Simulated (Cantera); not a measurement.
A closed system holds: 1 mol CuF₂, 22 mol N₂, equilibrated at 1700 K and 0.133 bar.

Cantera equilibrium calculation (NASA polynomials, part measured and part estimated; ideal gas, pure solids and liquids). Candidate condensed phases: Cu, CuF₂; 11 gas species. Kinetics and transport are ignored.

Base state: N₂ 0.951, CuF₂ 0.0371, F 0.00608, CuF 0.00608 (mole fractions); condensed: gas only.

### Question
What changes in the equilibrium state with this change: temperature from 1700 K to 2173.15 K?

### Answer
| species | before | after |
|---|---|---|
| N₂ | 0.951 | 0.923 |
| F | 0.00608 | 0.0352 |
| CuF | 0.00608 | 0.0350 |
| CuF₂ | 0.0371 | 0.00684 |
| Cu | 1.44e-7 | 0.000121 |
